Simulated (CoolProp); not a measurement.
Vapour-liquid equilibrium of ethanol (1) + n-nonane (2) at 570 kPa; x and y are mole fractions of (1).

Model: multi-fluid Helmholtz-energy mixture model, Schroeder 2014 and Lemmon 2006; pair parameters Bell 2016, in CoolProp.

| x | bubble temperature, mixture model (K) | bubble temperature, Raoult's law (K) | y, mixture model | y, Raoult's law |
|---|---|---|---|---|
| 0.05 | 470.1 | 485.1 | 0.455 | 0.328 |
| 0.15 | 435.7 | 461.8 | 0.755 | 0.626 |
| 0.25 | 422.1 | 447.2 | 0.835 | 0.762 |
| 0.35 | 415.9 | 436.7 | 0.867 | 0.840 |
| 0.45 | 412.5 | 428.6 | 0.884 | 0.889 |
| 0.55 | 410.4 | 422.1 | 0.896 | 0.924 |
| 0.65 | 408.8 | 416.7 | 0.907 | 0.949 |
| 0.75 | 407.2 | 412.1 | 0.920 | 0.968 |
| 0.85 | 405.6 | 408.1 | 0.941 | 0.983 |
| 0.95 | 403.8 | 404.6 | 0.975 | 0.995 |

The largest gap from Raoult's law is -26.1 K in bubble temperature, at x = 0.15. No azeotrope shows between x = 0.05 and 0.95.

The pair parameters rest on a limited set of measurements; away from them the model extrapolates. With so large a gap from Raoult's law the liquid may split in two, which this calculation doesn't test in full.
